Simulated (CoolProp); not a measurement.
Saturated liquid density (kg/m³) of ethylene: the reference equation beside estimates from Tc = 282.4 K, pc = 5.042 MPa, ω = 0.087. Rackett uses Z = 0.29056 − 0.08775 ω.

Model: reference Helmholtz-energy equation of state, Smukala 2000, in CoolProp.

```tsv
T (K)	reference	Rackett	Redlich-Kwong	Soave-Redlich-Kwong	Peng-Robinson
148.4	596.8	590.6	577.0	575.8	648.7
155.8	586.7	581.0	566.8	566.2	638.5
163.2	576.4	571.1	556.1	556.2	627.7
170.6	565.9	561.0	544.8	545.7	616.3
178	555.2	550.5	533.0	534.6	604.2
185.4	544.1	539.8	520.6	522.8	591.3
192.8	532.7	528.6	507.5	510.3	577.7
200.1	521.1	517.2	493.9	497.3	563.3
207.5	508.8	505.1	479.3	483.2	547.6
214.9	495.9	492.5	463.7	468.2	530.8
```

Absolute difference from the reference over all 10 rows, mean and median: Rackett 0.8 and 0.8 %, Redlich-Kwong 4.5 and 4.2 %, Soave-Redlich-Kwong 4.1 and 3.8 %, Peng-Robinson 8.4 and 8.7 %.
